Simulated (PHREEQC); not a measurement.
Solution (43 °C): 0.033 mmol/kgw Ca(HCO3)2 and 0.27 mmol/kgw Na2HPO4. Closed to the air; pH follows from the charge balance.

Computed with PHREEQC (ion-association model, phreeqc.dat).

Each row changes one thing in this solution. This is a speciation only: nothing precipitates in the calculation.

```json
[
 {"case": "as made", "pH": "8.40", "ionic strength (mol/kgw)": "0.000869", "CO3-2 (mol/kgw)": "1.11e-6", "CO2 (mol/kgw)": "4.85e-7", "NaCO3- (mol/kgw)": "2.30e-8", "NaHCO3 (mol/kgw)": "1.65e-8"},
 {"case": "temperature from 43 to 90 °C", "pH": "7.88", "ionic strength (mol/kgw)": "0.000840", "CO3-2 (mol/kgw)": "3.92e-7", "CO2 (mol/kgw)": "1.94e-6", "NaCO3- (mol/kgw)": "5.01e-8", "NaHCO3 (mol/kgw)": "___"},
 {"case": "Ca(HCO3)2 replaced by Na2CO3 at the same molality", "pH": "8.97", "ionic strength (mol/kgw)": "0.000874", "CO3-2 (mol/kgw)": "___", "CO2 (mol/kgw)": "6.23e-8", "NaCO3- (mol/kgw)": "4.64e-8", "NaHCO3 (mol/kgw)": "8.92e-9"},
 {"case": "Na2HPO4 from 0.00027 to 0.000297 mol/kgw", "pH": "8.42", "ionic strength (mol/kgw)": "0.000947", "CO3-2 (mol/kgw)": "1.16e-6", "CO2 (mol/kgw)": "4.66e-7", "NaCO3- (mol/kgw)": "2.62e-8", "NaHCO3 (mol/kgw)": "1.81e-8"},
 {"case": "diluted 5-fold with water", "pH": "8.14", "ionic strength (mol/kgw)": "0.000176", "CO3-2 (mol/kgw)": "1.15e-7", "CO2 (mol/kgw)": "1.82e-7", "NaCO3- (mol/kgw)": "5.13e-10", "NaHCO3 (mol/kgw)": "6.90e-10"},
 {"case": "Na2HPO4 replaced by Na2SiO3 at the same molality", "pH": "9.95", "ionic strength (mol/kgw)": "0.000658", "CO3-2 (mol/kgw)": "2.40e-5", "CO2 (mol/kgw)": "8.58e-9", "NaCO3- (mol/kgw)": "5.04e-7", "NaHCO3 (mol/kgw)": "1.04e-8"},
 {"case": "0.00026 mol/kgw CO2 added", "pH": "___", "ionic strength (mol/kgw)": "0.000719", "CO3-2 (mol/kgw)": "1.05e-7", "CO2 (mol/kgw)": "7.67e-5", "NaCO3- (mol/kgw)": "2.20e-9", "NaHCO3 (mol/kgw)": "6.45e-8"},
 {"case": "Ca(HCO3)2 from 3.3e-05 to 3.3e-06 mol/kgw", "pH": "8.47", "ionic strength (mol/kgw)": "0.000805", "CO3-2 (mol/kgw)": "1.31e-7", "CO2 (mol/kgw)": "4.09e-8", "NaCO3- (mol/kgw)": "___", "NaHCO3 (mol/kgw)": "1.66e-9"},
 {"case": "Na2HPO4 from 0.00027 to 0.000135 mol/kgw", "pH": "8.28", "ionic strength (mol/kgw)": "0.000481", "CO3-2 (mol/kgw)": "8.31e-7", "CO2 (mol/kgw)": "6.41e-7", "NaCO3- (mol/kgw)": "8.88e-9", "NaHCO3 (mol/kgw)": "___"}
]
```

Problem. Some entries are withheld; supply them.

Solution. 
- temperature from 43 to 90 °C, NaHCO3 (mol/kgw): 1.32e-8
- Ca(HCO3)2 replaced by Na2CO3 at the same molality, CO3-2 (mol/kgw): 2.00e-6
- 0.00026 mol/kgw CO2 added, pH: 6.79
- Ca(HCO3)2 from 3.3e-05 to 3.3e-06 mol/kgw, NaCO3- (mol/kgw): 2.73e-9
- Na2HPO4 from 0.00027 to 0.000135 mol/kgw, NaHCO3 (mol/kgw): 8.44e-9

Complexes and solids missing from the database can't appear. Some of these states are supersaturated (in Hydroxyapatite, for instance). Away from 25 °C the constants follow the database's enthalpies or fits; those with neither stay at their 25 °C values.
